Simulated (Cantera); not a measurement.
## Equilibrium for silicon epitaxy and polysilicon growth: Si₂H₆ + HCl + N₂

Charge: 1 mol Si₂H₆, 0.98 mol HCl, 9.2 mol N₂, held at 1773.15 K and 0.390 bar.

Method: chemical equilibrium by Gibbs-energy minimisation in Cantera with the NASA 1993 tables (ideal gas, pure condensed phases). Candidate condensed phases: NH₄Cl, Si, Si₃N₄; 28 gas species. The feed counts by its element totals alone. The tables' values for SiCl₃ are old estimates; treat these amounts as uncertain. The numbers say what is thermodynamically allowed, not how fast it happens.

```json
{
  "x(N₂)": "0.665",
  "x(H₂)": "0.258",
  "x(HCl)": "0.0715",
  "x(SiCl₂)": "0.00497",
  "x(SiCl₃)": "0.000249",
  "x(H)": "0.000232",
  "x(Cl)": "4.94e-5",
  "x(SiCl₄)": "2.12e-5",
  "x(SiHCl₃)": "1.79e-5",
  "n(Si₃N₄(s))": "0.646 mol",
  "gas_amount": "11.89 mol",
  "log10 activity of Si(l) (absent)": "-1.11"
}
```
